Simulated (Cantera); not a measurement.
Input: 1 mol LiOH, 7.6 mol H2, 0.3 mol O2, 0.047 mol H2O, at 20.0 mbar.

Cantera equilibrium calculation (NASA polynomials, part measured and part estimated; ideal gas, pure solids and liquids). Candidate condensed phases: H2O, Li, LiH, LiOH, Li2O; 17 gas species. Equilibrium is a limit: real reactors are often held back by kinetics, nucleation or transport. All values below are at 1025 °C.

Base state: H2 0.855, H2O 0.136, LiOH 0.00866, Li 7.95e-5, Li2(OH)2 4.11e-5 (mole fractions); condensed: Li2O(s).

Question: What changes in the equilibrium state with this change: pressure from 20.0 mbar to 15.0 Pa?

Answer: 
```csv
species,before,after
H2,0.855,0.806
H2O,0.136,0.0969
LiOH,0.00866,0.0845
Li,7.95e-5,0.0122
Li2O,6.35e-7,8.47e-5
LiH,8.28e-7,1.07e-5
H,7.01e-6,7.86e-5
Li2(OH)2,4.11e-5,2.94e-5
"Li2O(s), mol",0.464,0.0824
```
